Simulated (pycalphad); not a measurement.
CALPHAD calculation (pycalphad, COST 507 light-alloy database (1999)), 1 atm. The data set is of 1999 and partly superseded. Amounts are mole fractions of atoms.

Q: Give the equilibrium state of Al-0.5671Si-1.815Mn (wt.%) at 652 °C.

A: 
```
T = 925.00 K, P = 101325 Pa, N = 1 mol of atoms
G = -38204 J/mol, H = 20728 J/mol, S = 63.71 J/(mol K)  (SER reference)
chemical potentials (J/mol): Al -37392, Si -51933, Mn -118702
phase             fraction      x(Al)      x(Si)      x(Mn)
FCC_A1              0.6589     0.9935     0.0011     0.0055
LIQUID              0.3260     0.9807     0.0108     0.0086
ALMNSI_ALPHA        0.0151     0.7397     0.0864     0.1739
```

Q: Give the equilibrium state of Al-0.5671Si-1.815Mn (wt.%) at 377 °C.

A: 
```
T = 650.00 K, P = 101325 Pa, N = 1 mol of atoms
G = -23300 J/mol, H = 8193 J/mol, S = 48.45 J/(mol K)  (SER reference)
chemical potentials (J/mol): Al -22377, Si -25700, Mn -122886
phase             fraction      x(Al)      x(Si)      x(Mn)
FCC_A1              0.9484     0.9997    0.00029   3.63e-05
ALMNSI_ALPHA        0.0516     0.7247     0.1014     0.1739
```

Database names, with the compositions (at.%) that they take in these runs: ALMNSI_ALPHA: Al 72-74 Mn 17 Si 9-11. FCC_A1 is fcc.
